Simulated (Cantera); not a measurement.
What does this Cantera script print?

```python
import numpy as np
import cantera as ct

gas_names = [...]  # 127 gases of nasa_gas.yaml made of C, Fe, H, O, S
cond_names = """
    C(gr) C6H6(L) C7H8(L) C8H18(L),n-octa Fe(a) Fe(c) Fe(d) Fe(L) FeC5O5(L) FeO(s) FeO(L) Fe(OH)2(s)
    Fe(OH)3(s) FeS(a) FeS(b) FeS(c) FeS(L) FeSO4(s) FeS2(s) Fe2O3(s) Fe2S3O12(s) Fe3O4(s) H2O(s) H2O(L)
    H2SO4(L) S(cr1) S(cr2) S(L)
""".split()


# ... load() reads the species with a 1 bar reference pressure and builds the phases ...
atoms = {
    'FeS': {'Fe': 1, 'S': 1},
    'H2S': {'H': 2, 'S': 1},
    'CO2': {'C': 1, 'O': 2},
}
top_T = {'C(gr)': 4500, 'FeSO4(s)': 950, 'FeS2(s)': 1010, 'Fe2O3(s)': 1830, 'Fe2S3O12(s)': 1100, 'Fe3O4(s)': 1870}  # K; cautious upper limits of use, not melting points


# ... equilibrate(T, P, feed) seeds the gas with the atoms and calls Mixture.equilibrate('TP', solver="vcs", rtol=1e-11, max_steps=5000) ...
results = []
T = 973.15  # K
P = 1900000  # Pa
for m in [0.14, 0.32, 0.49, 0.67, 0.85, 1, 1.2, 1.4, 1.6, 1.7]:
    feed = {'FeS': 1, 'H2S': m, 'CO2': 0.04}  # mol
    mix = equilibrate(T, P, feed)
    results.append((T, P, feed, dict(zip(mix.species_names, mix.species_moles))))
    x = sorted(zip(gas.X, gas.species_names), reverse=True)
    print(f"T = {T:g} K  P = {P:g} Pa  n(H2S) = {m:g} mol  gas = {mix.phase_moles(0):.4g} mol")
    print("   x: " + "  ".join(f"{s} {v:.3e}" for v, s in x if v > 1e-06))
    print("   condensed (mol): " + ("  ".join(f"{mix.phase(i).name} {mix.phase_moles(i):.4g}"
          for i in range(1, mix.n_phases) if mix.phase_moles(i) > 1e-12) or "none"))
```

Result:

```
T = 973.15 K  P = 1.9e+06 Pa  n(H2S) = 0.14 mol  gas = 0.1818 mol
   x: H2S 7.028e-01  CO2 1.638e-01  H2O 5.834e-02  COS 3.874e-02  CO 1.523e-02  S2 1.016e-02  H2 8.741e-03  CS2 2.189e-03  S2O 9.627e-06  SH 6.030e-06  SO2 5.963e-06  CH4 5.010e-06
   condensed (mol): FeS(c) 0.9993  FeS2(s) 0.0006585
T = 973.15 K  P = 1.9e+06 Pa  n(H2S) = 0.32 mol  gas = 0.3637 mol
   x: H2S 8.272e-01  CO2 7.008e-02  H2O 4.236e-02  COS 2.687e-02  CO 1.056e-02  H2 1.029e-02  S2 1.016e-02  CS2 2.461e-03  CH4 7.803e-06  SH 6.541e-06  S2O 5.939e-06  SO2 2.269e-06
   condensed (mol): FeS(c) 0.9998  FeS2(s) 0.0001946
T = 973.15 K  P = 1.9e+06 Pa  n(H2S) = 0.49 mol  gas = 0.5352 mol
   x: H2S 8.699e-01  CO2 4.268e-02  H2O 3.455e-02  COS 2.110e-02  H2 1.104e-02  S2 9.758e-03  CO 8.462e-03  CS2 2.491e-03  CH4 9.467e-06  SH 6.641e-06  S2O 4.337e-06  SO2 1.285e-06
   condensed (mol): FeS(c) 1
T = 973.15 K  P = 1.9e+06 Pa  n(H2S) = 0.67 mol  gas = 0.7167 mol
   x: H2S 8.939e-01  H2O 2.935e-02  CO2 2.894e-02  COS 1.730e-02  H2 1.159e-02  S2 9.351e-03  CO 7.089e-03  CS2 2.471e-03  CH4 1.080e-05  SH 6.661e-06  S2O 3.363e-06
   condensed (mol): FeS(c) 1
T = 973.15 K  P = 1.9e+06 Pa  n(H2S) = 0.85 mol  gas = 0.8981 mol
   x: H2S 9.087e-01  H2O 2.574e-02  CO2 2.124e-02  COS 1.472e-02  H2 1.197e-02  S2 9.062e-03  CO 6.127e-03  CS2 2.437e-03  CH4 1.172e-05  SH 6.663e-06  S2O 2.768e-06
   condensed (mol): FeS(c) 1
T = 973.15 K  P = 1.9e+06 Pa  n(H2S) = 1 mol  gas = 1.049 mol
   x: H2S 9.173e-01  H2O 2.346e-02  CO2 1.708e-02  COS 1.311e-02  H2 1.221e-02  S2 8.877e-03  CO 5.514e-03  CS2 2.405e-03  CH4 1.228e-05  SH 6.660e-06  S2O 2.423e-06
   condensed (mol): FeS(c) 1
T = 973.15 K  P = 1.9e+06 Pa  n(H2S) = 1.2 mol  gas = 1.251 mol
   x: H2S 9.258e-01  H2O 2.107e-02  CO2 1.328e-02  H2 1.246e-02  COS 1.145e-02  S2 8.683e-03  CO 4.871e-03  CS2 2.360e-03  CH4 1.283e-05  SH 6.654e-06  S2O 2.086e-06
   condensed (mol): FeS(c) 1
T = 973.15 K  P = 1.9e+06 Pa  n(H2S) = 1.4 mol  gas = 1.452 mol
   x: H2S 9.321e-01  H2O 1.920e-02  H2 1.265e-02  CO2 1.067e-02  COS 1.017e-02  S2 8.529e-03  CO 4.365e-03  CS2 2.317e-03  CH4 1.323e-05  SH 6.647e-06  S2O 1.838e-06
   condensed (mol): FeS(c) 1
T = 973.15 K  P = 1.9e+06 Pa  n(H2S) = 1.6 mol  gas = 1.654 mol
   x: H2S 9.369e-01  H2O 1.768e-02  H2 1.281e-02  COS 9.150e-03  CO2 8.794e-03  S2 8.405e-03  CO 3.955e-03  CS2 2.274e-03  CH4 1.351e-05  SH 6.640e-06  S2O 1.647e-06
   condensed (mol): FeS(c) 1
T = 973.15 K  P = 1.9e+06 Pa  n(H2S) = 1.7 mol  gas = 1.755 mol
   x: H2S 9.389e-01  H2O 1.702e-02  H2 1.288e-02  COS 8.710e-03  S2 8.351e-03  CO2 8.043e-03  CO 3.777e-03  CS2 2.254e-03  CH4 1.362e-05  SH 6.636e-06  S2O 1.567e-06
   condensed (mol): FeS(c) 1
```

Method: chemical equilibrium by Gibbs-energy minimisation in Cantera with the NASA 1993 tables (ideal gas, pure condensed phases). FeS: taken at fixed stoichiometry. Gases not in the tables: S3 to S7.
